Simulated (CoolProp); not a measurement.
Water along the isotherm 420.05 °C: density (kg/m³) from the reference equation and from simpler models built on Tc = 373.9 °C, pc = 220.6 bar, ω = 0.344; each cubic takes its own stable root.

The numbers come from the reference Helmholtz-energy equation of state, Wagner 2002 in CoolProp.

```csv
p (bar),phase,reference
12.3,gas,3.901
24.5,gas,7.887
36.8,gas,12.04
49,gas,16.29
61.3,gas,20.74
73.5,gas,25.32
85.8,gas,30.12
98.1,gas,35.14
110,gas,40.21
```

Question: How far does each simpler model (ideal gas, van der Waals, Redlich-Kwong, Soave-Redlich-Kwong, Peng-Robinson) lie from the reference over these 9 states: mean and median of the absolute difference, and the worst?

Answer: 
- ideal gas: mean 7.8 %, median 7.6 %, worst -14.5 % at 420.05 °C and 110 bar
- van der Waals: mean 0.2 %, median 0.2 %, worst -0.5 % at 420.05 °C and 110 bar
- Redlich-Kwong: mean 0.5 %, median 0.5 %, worst +0.8 % at 420.05 °C and 110 bar
- Soave-Redlich-Kwong: mean 0.1 %, median 0.1 %, worst -0.2 % at 420.05 °C and 110 bar
- Peng-Robinson: mean 1.1 %, median 1.2 %, worst +1.8 % at 420.05 °C and 110 bar
